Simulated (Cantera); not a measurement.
Feed: 1 mol MgCO3, 0.31 mol O2, 0.75 mol H2O, 0.19 mol SO2, at 1848.15 K and 10000 Pa.

Equilibrium computed with Cantera from the NASA thermochemical tables; the gas is ideal and each condensed phase is pure. Candidate condensed phases: C, C6H6, C7H8, C8H18, H2O, H2SO4, Mg, MgCO3, MgO, Mg(OH)2, MgS, MgSO4, S; 130 gas species. Equilibrium is a limit: real reactors are often held back by kinetics, nucleation or transport.

Base state: CO2 0.443, H2O 0.331, O2 0.138, SO2 0.0842, OH 0.00267, CO 0.00126, H2 0.000236, O 0.000222 (mole fractions); condensed: MgO(s).

**Question.** What changes in the equilibrium state with this change: temperature from 1848.15 K to 1723.15 K?

**Answer.** 
| species | before | after |
|---|---|---|
| CO2 | 0.443 | 0.444 |
| H2O | 0.331 | 0.332 |
| O2 | 0.138 | 0.138 |
| OH | 0.00267 | 0.00124 |
| SO2 | 0.0842 | 0.0843 |
| H | 2.58e-5 | 4.91e-6 |
| SO | 2.40e-5 | 5.79e-6 |
| CO | 0.00126 | 0.000339 |
| O | 0.000222 | 6.68e-5 |
| MgO(s), mol | 1.000 | 1.000 |
